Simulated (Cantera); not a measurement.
Cantera run, input and output.

```python
import numpy as np
import cantera as ct

gas = ct.Solution("gri30.yaml")
gas.TPX = 1125, 460000, {'CH4': 1.9, 'O2': 6.25, 'N2': 23.5}
reactor = ct.IdealGasConstPressureReactor(gas, energy="on", clone=False)
net = ct.ReactorNet([reactor])
net.rtol, net.atol = 1e-08, 1e-16
show = ['CH4', 'O2', 'C2H', 'NO', 'C2H4', 'H2O2']
times = np.geomspace(3e-06, 6, 12)

steps = ct.SolutionArray(gas, extra=["t"])
rows = []
print(f"{'t/s':>10s}{'T/K':>9s}{'P/Pa':>11s}" + "".join(f"{s:>11s}" for s in show))
for t in times:
    while net.time < t:
        t_next = net.step()
        steps.append(gas.state, t=t_next)
    rows.append([np.interp(t, steps.t, y) for y in (steps.T, steps.P, *steps(*show).X.T)])
    print(f"{t:10.3e}{rows[-1][0]:9.1f}{rows[-1][1]:11.4g}" + "".join(f"{x:11.3e}" for x in rows[-1][2:]))
rate = np.gradient(steps.T, steps.t)
print("integrator steps:", len(steps.t))
if steps.T.max() > steps.T[0] + 200:
    print(f"time of steepest temperature rise: {steps.t[rate.argmax()]:.4e} s")
gas.TPX = 1125, 460000, {'CH4': 1.9, 'O2': 6.25, 'N2': 23.5}
gas.equilibrate("HP")
print(f"equilibrium (HP): T = {gas.T:.1f} K  " + "  ".join(f"{s} {gas[s].X[0]:.3e}" for s in show))
```

Output:

```
       t/s      T/K       P/Pa        CH4         O2        C2H         NO       C2H4       H2O2
 3.000e-06   1125.0    4.6e+05  6.003e-02  1.975e-01  3.206e-40  1.099e-23  9.300e-18  2.119e-12
 1.122e-05   1125.0    4.6e+05  6.003e-02  1.975e-01  4.006e-37  1.339e-22  7.381e-16  2.930e-11
 4.195e-05   1125.0    4.6e+05  6.003e-02  1.975e-01  3.956e-34  1.793e-21  4.508e-14  3.864e-10
 1.569e-04   1125.0    4.6e+05  6.003e-02  1.975e-01  5.477e-31  2.711e-20  2.869e-12  4.415e-09
 5.867e-04   1125.0    4.6e+05  6.003e-02  1.975e-01  2.943e-27  5.683e-19  2.980e-10  3.271e-08
 2.194e-03   1125.1    4.6e+05  6.001e-02  1.975e-01  2.393e-23  1.705e-17  3.172e-08  9.781e-08
 8.204e-03   1125.9    4.6e+05  5.986e-02  1.973e-01  1.178e-20  2.654e-16  7.160e-07  3.650e-07
 3.068e-02   2331.4    4.6e+05  1.558e-19  7.563e-02  2.879e-26  1.987e-03  6.953e-30  3.296e-07
 1.147e-01   2318.0    4.6e+05  1.333e-19  7.222e-02  1.956e-26  8.908e-03  5.129e-30  3.121e-07
 4.291e-01   2317.3    4.6e+05  1.323e-19  7.205e-02  1.919e-26  9.240e-03  5.052e-30  3.113e-07
 1.604e+00   2317.3    4.6e+05  1.323e-19  7.205e-02  1.919e-26  9.240e-03  5.052e-30  3.113e-07
 6.000e+00   2317.3    4.6e+05  1.323e-19  7.205e-02  1.919e-26  9.240e-03  5.052e-30  3.113e-07
integrator steps: 2247
time of steepest temperature rise: 2.3510e-02 s
equilibrium (HP): T = 2317.3 K  CH4 1.994e-19  O2 7.205e-02  C2H 2.185e-26  NO 9.240e-03  C2H4 6.348e-30  H2O2 3.113e-07
```

Computed with Cantera and GRI-Mech 3.0 (53 species, 325 reactions).
